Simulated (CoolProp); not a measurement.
Computed with CoolProp (reference Helmholtz-energy equation of state, Zhou 2011).

Question: For dimethyl carbonate, give the phase and the cv (kJ/(kg K)) at 342 K and 1.01 bar; 442.2 K and 1.01 bar.

Answer: 
- 342 K and 1.01 bar: liquid; cv 1.41
- 442.2 K and 1.01 bar: gas; cv 1.46
